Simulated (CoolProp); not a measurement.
The numbers come from the reference Helmholtz-energy equation of state, Gao 2020 in CoolProp.

Task: For ammonia, give the phase and the cp (kJ/(kg K)), cv (kJ/(kg K)) at 725 K and 1.64 bar; 725 K and 2.56 bar; 725 K and 9.67 bar.

Result: 
- 725 K and 1.64 bar: gas; cp 2.87, cv 2.38
- 725 K and 2.56 bar: gas; cp 2.87, cv 2.38
- 725 K and 9.67 bar: gas; cp 2.89, cv 2.39
